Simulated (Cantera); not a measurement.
Feed: 1 mol B, 0.49 mol N2, 140 mol H2, held at 1077 °C and 11.0 mbar.

These are equilibrium values from Cantera (NASA tables, ideal gas, pure condensed phases), not measurements of a reactor. Candidate condensed phases: B, BN; 15 gas species. N2 is the only nitrogen source here; it is nearly inert below about 1500 K, so the nitride shown seldom forms there in practice. Mutual solubility and eutectic melting of coexisting phases are not modelled. Kinetics and transport are ignored.

What is the equilibrium state?


```
Property        Result
----------  ----------
x(H2)            1.000
x(H)           2.27e-5
x(BH2)         1.76e-6
n(B(s))     0.0197 mol
n(BN(s))     0.980 mol
gas amount   140.0 mol
```
